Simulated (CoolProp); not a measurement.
Model: reference Helmholtz-energy equation of state, Zhou 2011, in CoolProp.

Question: For dimethyl carbonate, give the phase and the speed of sound (m/s), Joule-Thomson coefficient (K/MPa), isothermal compressibility (1/MPa), expansivity (1/kK) at 184.45 °C and 5.43 MPa.

Answer: 
- 184.45 °C and 5.43 MPa: liquid; speed of sound 648, Joule-Thomson coefficient -0.0303, isothermal compressibility 0.00389, expansivity 2.06
